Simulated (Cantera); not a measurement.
Feed: 1 mol Si3N4, 34 mol H2, 0.62 mol N2, equilibrated at 1177 °C.

Cantera equilibrium calculation (NASA polynomials, part measured and part estimated; ideal gas, pure solids and liquids). Candidate condensed phases: Si, Si3N4; 18 gas species. Mutual solubility and eutectic melting of coexisting phases are not modelled. Kinetics and transport are ignored.

x: gas mole fraction; n: condensed amount in mol.

```
P (Pa)   x H2    x N2         x H        x Si  n Si(s)  n Si3N4(s)
------  -----  ------  ----------  ----------  -------  ----------
1       0.925  0.0714     0.00288    0.000308     2.99           0
5.20    0.927  0.0715  (withheld)  (withheld)     3.00           0
27      0.936  0.0634    0.000557     1.14e-5     2.52       0.159
140     0.982  0.0179    0.000250     1.70e-6        0       1.000
720     0.982  0.0179    0.000110     1.11e-7        0       1.000
3700    0.982  0.0179  (withheld)  (withheld)        0       1.000
19000   0.982  0.0179     2.15e-5    4.75e-10        0        1.00
100000  0.982  0.0179     9.37e-6    2.99e-11        0        1.00
```

Complete the blanks.


- 3700, x H: 4.87e-5
- 3700, x Si: 7.27e-9
- 5.20, x H: 0.00126
- 5.20, x Si: 5.92e-5
